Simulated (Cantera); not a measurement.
**Adiabatic ignition**

An adiabatic, constant-volume homogeneous reactor starts with 9.68 % CH₄, 9.20 % CO, 16.0 % O₂, 60.0 % N₂, 5.13 % H₂O, equivalence ratio 1.5, at 1375 K and 0.290 bar.

Cantera simulation using GRI-Mech 3.0 (53 species, 325 reactions); the numbers are that mechanism's predictions, not measurements.

```json
[
 {"t (s)": "2.00e-6", "T (K)": "1375", "P (bar)": "0.290", "x CH₄": "0.0968", "x CO": "0.0920", "x O₂": "0.160", "x C₂H₂": "<1e-12", "x H₂O₂": "6.28e-12", "x HO₂": "7.31e-9", "x N₂O": "<1e-12"},
 {"t (s)": "5.37e-6", "T (K)": "1375", "P (bar)": "0.290", "x CH₄": "0.0968", "x CO": "0.0920", "x O₂": "0.160", "x C₂H₂": "<1e-12", "x H₂O₂": "4.39e-11", "x HO₂": "1.94e-8", "x N₂O": "<1e-12"},
 {"t (s)": "1.44e-5", "T (K)": "1375", "P (bar)": "0.290", "x CH₄": "0.0968", "x CO": "0.0920", "x O₂": "0.160", "x C₂H₂": "<1e-12", "x H₂O₂": "2.93e-10", "x HO₂": "5.04e-8", "x N₂O": "<1e-12"},
 {"t (s)": "3.86e-5", "T (K)": "1375", "P (bar)": "0.290", "x CH₄": "0.0968", "x CO": "0.0920", "x O₂": "0.160", "x C₂H₂": "<1e-12", "x H₂O₂": "1.72e-9", "x HO₂": "1.24e-7", "x N₂O": "<1e-12"},
 {"t (s)": "0.000104", "T (K)": "1375", "P (bar)": "0.290", "x CH₄": "0.0968", "x CO": "0.0920", "x O₂": "0.160", "x C₂H₂": "<1e-12", "x H₂O₂": "7.51e-9", "x HO₂": "2.68e-7", "x N₂O": "<1e-12"},
 {"t (s)": "0.000278", "T (K)": "1375", "P (bar)": "0.290", "x CH₄": "0.0968", "x CO": "0.0920", "x O₂": "0.160", "x C₂H₂": "<1e-12", "x H₂O₂": "1.83e-8", "x HO₂": "4.40e-7", "x N₂O": "2.08e-12"},
 {"t (s)": "0.000746", "T (K)": "1375", "P (bar)": "0.290", "x CH₄": "0.0968", "x CO": "0.0920", "x O₂": "0.160", "x C₂H₂": "2.99e-12", "x H₂O₂": "2.37e-8", "x HO₂": "5.21e-7", "x N₂O": "7.89e-12"},
 {"t (s)": "0.00200", "T (K)": "1375", "P (bar)": "0.290", "x CH₄": "0.0967", "x CO": "0.0919", "x O₂": "0.160", "x C₂H₂": "3.09e-10", "x H₂O₂": "3.33e-8", "x HO₂": "7.32e-7", "x N₂O": "2.77e-11"},
 {"t (s)": "0.00537", "T (K)": "1378", "P (bar)": "0.291", "x CH₄": "0.0962", "x CO": "0.0919", "x O₂": "0.159", "x C₂H₂": "3.14e-8", "x H₂O₂": "1.16e-7", "x HO₂": "2.34e-6", "x N₂O": "1.55e-10"},
 {"t (s)": "0.0144", "T (K)": "1430", "P (bar)": "0.302", "x CH₄": "0.0881", "x CO": "0.0929", "x O₂": "0.154", "x C₂H₂": "8.46e-6", "x H₂O₂": "1.60e-6", "x HO₂": "2.51e-5", "x N₂O": "2.86e-9"},
 {"t (s)": "0.0386", "T (K)": "2730", "P (bar)": "0.613", "x CH₄": "<1e-12", "x CO": "0.119", "x O₂": "0.00511", "x C₂H₂": "<1e-12", "x H₂O₂": "1.02e-7", "x HO₂": "1.73e-6", "x N₂O": "1.62e-7"},
 {"t (s)": "0.104", "T (K)": "2730", "P (bar)": "0.613", "x CH₄": "<1e-12", "x CO": "0.119", "x O₂": "0.00511", "x C₂H₂": "<1e-12", "x H₂O₂": "1.02e-7", "x HO₂": "1.73e-6", "x N₂O": "1.62e-7"},
 {"t (s)": "0.278", "T (K)": "2730", "P (bar)": "0.613", "x CH₄": "<1e-12", "x CO": "0.119", "x O₂": "0.00511", "x C₂H₂": "<1e-12", "x H₂O₂": "1.02e-7", "x HO₂": "1.73e-6", "x N₂O": "1.62e-7"},
 {"t (s)": "0.746", "T (K)": "2730", "P (bar)": "0.613", "x CH₄": "<1e-12", "x CO": "0.119", "x O₂": "0.00511", "x C₂H₂": "<1e-12", "x H₂O₂": "1.02e-7", "x HO₂": "1.73e-6", "x N₂O": "1.62e-7"},
 {"t (s)": "2.00", "T (K)": "2730", "P (bar)": "0.613", "x CH₄": "<1e-12", "x CO": "0.119", "x O₂": "0.00511", "x C₂H₂": "<1e-12", "x H₂O₂": "1.02e-7", "x HO₂": "1.73e-6", "x N₂O": "1.62e-7"}
]
```
x: mole fraction; the columns are a selection and need not sum to one.

```yaml
time_of_steepest_temperature_rise: 16.1 ms
temperature at 2.00 s: 2730 K
equilibrium_temperature: 2730 K
x(CH₄) at 2.00 s: <1e-12 (gas-phase equilibrium <1e-12)
x(CO) at 2.00 s: 0.119 (gas-phase equilibrium 0.119)
x(O₂) at 2.00 s: 0.00511 (gas-phase equilibrium 0.00511)
```
